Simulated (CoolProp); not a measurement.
Octamethylcyclotetrasiloxane (D4) at 300 K and 1.44 MPa is throttled through a valve to 0.962 MPa with no heat exchange. Each further row changes one setting.

Values from CoolProp's reference Helmholtz-energy equation of state, Thol 2015.

```
case                       temperature change (K)  final density (kg/m³)
-------------------------  ----------------------  ---------------------
as stated                                     [?]                    950
outlet pressure 0.289 MPa                    +0.5                    [?]
outlet pressure 1.25 MPa                      [?]                    950
```

Q: What belongs in the gaps?

A: 
- as stated, temperature change (K): +0.2
- outlet pressure 0.289 MPa, final density (kg/m³): 949
- outlet pressure 1.25 MPa, temperature change (K): +0.1
